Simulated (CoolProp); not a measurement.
Values from CoolProp's reference Helmholtz-energy equation of state, Lemmon 2009.

Q: Give the vapour pressure (kPa), liquid density (kg/m³), enthalpy of vaporisation (kJ/kg), vapour Z of saturated propane at 4.55, 58.35 °C.

A: 
```csv
T (°C),p (kPa),liquid density (kg/m³),enthalpy of vaporisation (kJ/kg),vapour Z
4.55,544,522,368,0.879
58.35,2050,432,264,0.689
```
